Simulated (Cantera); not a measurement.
Predominance diagram of Mg at 502 °C against the partial pressures of O2 and F2 (log10, bar). Cantera with NASA thermochemical tables; ideal gases at 1 bar, condensed phases pure. Candidates: Mg(s), MgF2(s), MgO(s). Only these pure phases compete in this equilibrium. Not in the tables: oxide halides.

```
log p(F2) \ log p(O2)
        columns: -26, -24.8, -23.7, -22.5, -21.3, -20.1, -19, -17.8, -16.6, -15.4, -14.3, -13.1, -11.9, -10.7, -9.6, -8.4, -7.2, -6, -4.9, -3.7, -2.5, -1.3, -0.2, 1
      0  A A A A A A A A A A A A A A A A A A A A A A A A
   -4.3  A A A A A A A A A A A A A A A A A A A A A A A A
   -8.7  A A A A A A A A A A A A A A A A A A A A A A A A
    -13  A A A A A A A A A A A A A A A A A A A A A A A A
  -17.3  A A A A A A A A A A A A A A A A A A A A A A A A
  -21.7  A A A A A A A A A A A A A A A A A A A A A A A A
    -26  A A A A A A A A A A A A A A A A A A A A A A A A
  -30.3  A A A A A A A A A A A A A A A A A A A A A A A A
  -34.7  A A A A A A A A A A A A A A A A A A B B B B B B
    -39  A A A A A A A A A A B B B B B B B B B B B B B B
  -43.3  A A A B B B B B B B B B B B B B B B B B B B B B
  -47.7  B B B B B B B B B B B B B B B B B B B B B B B B
    -52  B B B B B B B B B B B B B B B B B B B B B B B B
```

A: MgF2(s); B: MgO(s).
